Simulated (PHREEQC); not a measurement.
Dissolve 37 mmol/kgw CsOH, 0.0063 mmol/kgw H4SiO4 and 1 mmol/kgw Na2CO3 at 91 °C. Closed to the air; pH follows from the charge balance.

All values are PHREEQC results (ion-association model, wateq4f.dat), not measurements.

Each row changes one thing in this solution. No solid was allowed to form.

```tsv
case	pH	ionic strength (mol/kgw)	H3SiO4- (mol/kgw)	H2SiO4-2 (mol/kgw)	H4SiO4 (mol/kgw)	SI of Quartz (SiO2)
as made	10.89	0.0396	5.31e-6	9.15e-7	7.88e-8	-3.91
Na2CO3 left out	10.89	0.0370	5.31e-6	9.07e-7	7.90e-8	-3.91
Na2CO3 replaced by NaCl at the same molality	10.89	0.0380	5.31e-6	…	7.90e-8	-3.91
CsOH from 0.037 to 0.0555 mol/kgw	11.05	0.0581	…	1.33e-6	…	-4.12
0.029 mol/kgw NH3 added	10.89	0.0396	5.31e-6	…	7.87e-8	-3.91
Na2CO3 from 0.001 to 0.005 mol/kgw	10.88	0.0471	5.29e-6	9.35e-7	7.80e-8	-3.92
diluted 100-fold with water	8.98	0.000391	2.56e-8	3.32e-11	3.73e-8	-4.24
0.028 mol/kgw HNO3 added	10.29	0.0395	5.71e-6	2.45e-7	3.40e-7	-3.28
```

**Question.** Some entries are withheld; supply them.

**Answer.** 
- Na2CO3 replaced by NaCl at the same molality, H2SiO4-2 (mol/kgw): 9.10e-7
- CsOH from 0.037 to 0.0555 mol/kgw, H3SiO4- (mol/kgw): 4.92e-6
- CsOH from 0.037 to 0.0555 mol/kgw, H4SiO4 (mol/kgw): 4.86e-8
- 0.029 mol/kgw NH3 added, H2SiO4-2 (mol/kgw): 9.16e-7

Complexes and solids missing from the database can't appear. Away from 25 °C the constants follow the database's enthalpies or fits; those with neither stay at their 25 °C values.
